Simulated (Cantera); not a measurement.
What does this Cantera script print?

```python
import numpy as np
import cantera as ct

surf = ct.Interface("ptcombust.yaml", "Pt_surf")
gas = surf.adjacent["gas"]
gas.TPX = 875, 100000, {'CH4': 0.0027, 'O2': 0.02, 'N2': 0.79}
surf.TP = 875, 100000
reactor = ct.FlowReactor(gas, clone=False)
reactor.area = 0.0001  # m2
reactor.surface_area_to_volume_ratio = 12000  # 1/m
reactor.mass_flow_rate = 1.5 * reactor.area * gas.density  # inlet velocity 1.5 m/s
reactor.energy_enabled = False
wall = ct.ReactorSurface(surf, reactor, clone=False)
net = ct.ReactorNet([reactor])
net.rtol, net.atol = 1e-8, 1e-16
show, cover = ['CH4', 'O2', 'H2O', 'CO2', 'CO'], ['PT(S)', 'H(S)', 'O(S)', 'OH(S)', 'CO(S)', 'C(S)']

rows = []
print(f"{'z/m':>9s}{'u/(m/s)':>9s}" + "".join(f"{s:>13s}" for s in show + cover))
for z in [0.0003, 0.00051, 0.00085, 0.0014, 0.0024, 0.0039, 0.0065, 0.011, 0.018, 0.03]:
    net.advance(z)
    rows.append([reactor.speed, *gas[show].X, *surf[cover].coverages])
    print(f"{z:9.4g}{rows[-1][0]:9.3g}" + "".join(f"{x:13.4e}" for x in rows[-1][1:]))
```

It prints:

```
      z/m  u/(m/s)          CH4           O2          H2O          CO2           CO        PT(S)         H(S)         O(S)        OH(S)        CO(S)         C(S)
   0.0003      1.5   3.1251e-03   2.4215e-02   3.9440e-04   1.9629e-04   9.0540e-07   1.3192e-01   1.4499e-08   8.6756e-01   5.0695e-04   8.6696e-06   2.6225e-08
  0.00051      1.5   2.9932e-03   2.3952e-02   6.5812e-04   3.2819e-04   8.6828e-07   1.3223e-01   1.8615e-08   8.6711e-01   6.4999e-04   8.3536e-06   2.5270e-08
  0.00085      1.5   2.7900e-03   2.3545e-02   1.0645e-03   5.3144e-04   8.1091e-07   1.3274e-01   2.3676e-08   8.6642e-01   8.2391e-04   7.8619e-06   2.3782e-08
   0.0014      1.5   2.4868e-03   2.2939e-02   1.6708e-03   8.3467e-04   7.2496e-07   1.3354e-01   2.9833e-08   8.6542e-01   1.0317e-03   7.1135e-06   2.1518e-08
   0.0024      1.5   2.0096e-03   2.1984e-02   2.6252e-03   1.3120e-03   5.8870e-07   1.3488e-01   3.7887e-08   8.6382e-01   1.2961e-03   5.8921e-06   1.7824e-08
   0.0039      1.5   1.4477e-03   2.0861e-02   3.7490e-03   1.8740e-03   4.2662e-07   1.3655e-01   4.6096e-08   8.6189e-01   1.5551e-03   4.3762e-06   1.3238e-08
   0.0065      1.5   8.0488e-04   1.9575e-02   5.0345e-03   2.5170e-03   2.3890e-07   1.3859e-01   5.4633e-08   8.5960e-01   1.8121e-03   2.5243e-06   7.6359e-09
    0.011      1.5   2.8175e-04   1.8529e-02   6.0807e-03   3.0402e-03   8.4143e-08   1.4036e-01   6.1227e-08   8.5764e-01   2.0012e-03   9.1190e-07   2.7584e-09
    0.018      1.5   5.3214e-05   1.8072e-02   6.5377e-03   3.2688e-03   1.5937e-08   1.4116e-01   6.4052e-08   8.5675e-01   2.0797e-03   1.7469e-07   5.2844e-10
     0.03      1.5   2.9968e-06   1.7971e-02   6.6382e-03   3.3190e-03   8.9898e-10   1.4134e-01   6.4670e-08   8.5656e-01   2.0967e-03   9.8698e-09   2.9853e-11
```

Computed with Cantera and Deutschmann's 1995 Pt surface mechanism with GRI-Mech 3.0 gas chemistry. Catalytic surfaces can have several steady states; this one follows from the mechanism file's or the stated starting coverage. Mass transfer to the wall is taken as infinitely fast.
